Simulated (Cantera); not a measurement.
Input: 1 mol SiC, 0.039 mol H2O, 11 mol H2, equilibrated at 6.50 mbar.

Method: chemical equilibrium by Gibbs-energy minimisation in Cantera with the NASA 1993 tables (ideal gas, pure condensed phases). Candidate condensed phases: C, C6H6, C7H8, C8H18, H2O, Si, SiC, SiO2; 123 gas species. Kinetics and transport are ignored. All values below are at 1502 °C.

Base state: H2 0.993, H 0.00358, CO 0.00181, SiO 0.00170, Si 9.76e-5 (mole fractions); condensed: SiC(s).

### Question
What changes in the equilibrium state with this change: H2O from 0.039 to 0.0024 mol?

### Answer
```
species       before     after
-----------  -------  --------
H2             0.993     0.996
H            0.00358   0.00358
CO           0.00181  0.000148
SiO          0.00170   6.97e-5
Si           9.76e-5   6.92e-5
SiC(s), mol    0.980     0.998
```

### Question
What changes in the equilibrium state with this change: pressure from 6.50 mbar to 0.230 Pa?

### Answer
| species | before | after |
|---|---|---|
| H2 | 0.993 | 0.805 |
| H | 0.00358 | 0.171 |
| Si | 9.76e-5 | 0.0205 |
| SiC2 | 6.76e-9 | 0.000257 |
| Si2C | 9.06e-7 | 0.000190 |
| SiC(s), mol | 0.980 | 0.738 |
| C(graphite), mol | 0 | 0.212 |
